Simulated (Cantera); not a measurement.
Feed: 1 mol SiHCl3, 0.12 mol C2H2, 9.8 mol H2, at 2425 K and 0.100 bar.

Equilibrium computed with Cantera from the NASA thermochemical tables; the gas is ideal and each condensed phase is pure. Candidate condensed phases: C, C6H6, C7H8, C8H18, Si, SiC; 109 gas species. The tables' values for SiCl, SiCl3 are old estimates; treat these amounts as uncertain. Gases not in the tables: Si2H6 and higher silanes. Equilibrium is a limit: real reactors are often held back by kinetics, nucleation or transport.

Base state: H2 0.725, HCl 0.156, H 0.0482, SiCl2 0.0345, Si 0.0173, Cl 0.00740, SiCl 0.00551, Si2C 0.00203 (mole fractions); condensed: SiC(s).

**Question.** What changes in the equilibrium state with this change: pressure from 0.100 bar to 1.00 bar?

**Answer.** 
```tsv
species	before	after
H2	0.725	0.778
HCl	0.156	0.151
SiCl2	0.0345	0.0457
H	0.0482	0.0158
Si	0.0173	0.00266
SiC2	0.000338	2.20e-5
SiH2Cl2	1.01e-6	1.44e-5
SiC(s), mol	0.192	0.229
Si(l), mol	0	0.124
```
Mutual solubility and eutectic melting of coexisting phases are not modelled.

**Question.** What changes in the equilibrium state with this change: temperature from 2425 K to 1298.15 K?

**Answer.** 
| species | before | after |
|---|---|---|
| H2 | 0.725 | 0.852 |
| HCl | 0.156 | 0.0892 |
| SiCl2 | 0.0345 | 0.0249 |
| H | 0.0482 | 3.13e-6 |
| Si | 0.0173 | <1e-9 |
| SiCl4 | 3.60e-7 | 0.0177 |
| Si2C | 0.00203 | <1e-9 |
| SiH | 0.00139 | <1e-9 |
| C2H2 (acetylene) | 0.000532 | <1e-9 |
| SiC(s), mol | 0.192 | 0.240 |
| Si(s), mol | 0 | 0.0746 |
Mutual solubility and eutectic melting of coexisting phases are not modelled. The tables' values for SiCl3 are old estimates; treat these amounts as uncertain.

**Question.** What changes in the equilibrium state with this change: pressure from 0.100 bar to 0.00133 bar?

**Answer.** 
| species | before | after |
|---|---|---|
| H2 | 0.725 | 0.431 |
| H | 0.0482 | 0.322 |
| HCl | 0.156 | 0.120 |
| Cl | 0.00740 | 0.0637 |
| SiCl2 | 0.0345 | 0.00137 |
| Si | 0.0173 | 0.0524 |
| C3 | 4.29e-8 | 3.91e-5 |
| SiCl3 | 0.000136 | 6.20e-7 |
| SiC(s), mol | 0.192 | 0 |
The tables' values for SiCl are old estimates; treat these amounts as uncertain.
